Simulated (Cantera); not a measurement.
A perfectly stirred reactor is fed with CO : H2 : CH4 : O2 : N2 : H2O = 1 : 0.4 : 0.16 : 0.785 : 2.95 : 0.11 (molar parts), equivalence ratio 1.3, at 100000 Pa; it is adiabatic with a 373 K inlet, and is followed from long to short residence time, starting on the burning branch (τ in s: 0.42, 0.17, 0.067, 0.027, 0.011, 0.0043, 0.0017, 0.00068, 0.00027, 0.00011, 4.3e-05, 1.7e-05).

Model: GRI-Mech 3.0 (53 species, 325 reactions), integrated in Cantera.

What does this change do: CH4 0.16 to 0.12 parts?


```csv
quantity,before,after
"blow-out, bracketed by the residence times tried","burning at 43.0 µs, out at 17.0 µs","burning at 43.0 µs, out at 17.0 µs"
x(CO) at τ = 0.420 s,0.0829,0.0623
x(H2) at τ = 0.420 s,0.0147,0.00917
x(CH4) at τ = 0.420 s,4.11e-7,1.92e-7
x(CH3) at τ = 0.420 s,2.87e-7,1.28e-7
x(NO) at τ = 0.420 s,0.000700,0.00146
x(CO) at τ = 1.70 ms,0.0949,0.0815
x(H2) at τ = 1.70 ms,0.0192,0.0143
x(CH4) at τ = 1.70 ms,1.60e-5,1.18e-5
x(CH3) at τ = 1.70 ms,7.69e-6,4.98e-6
x(NO) at τ = 1.70 ms,0.000148,0.000156
```

What does this change do: O2 0.785 to 0.53 parts?


```tsv
quantity	before	after
blow-out, bracketed by the residence times tried	burning at 43.0 µs, out at 17.0 µs	burning at 0.270 ms, out at 0.110 ms
x(CO) at τ = 0.420 s	0.0829	0.145
x(H2) at τ = 0.420 s	0.0147	0.0516
x(CH4) at τ = 0.420 s	4.11e-7	0.000303
x(CH3) at τ = 0.420 s	2.87e-7	2.61e-5
x(NO) at τ = 0.420 s	0.000700	1.44e-5
x(CO) at τ = 1.70 ms	0.0949	0.146
x(H2) at τ = 1.70 ms	0.0192	0.0497
x(CH4) at τ = 1.70 ms	1.60e-5	0.000165
x(CH3) at τ = 1.70 ms	7.69e-6	7.35e-5
x(NO) at τ = 1.70 ms	0.000148	3.03e-5
```
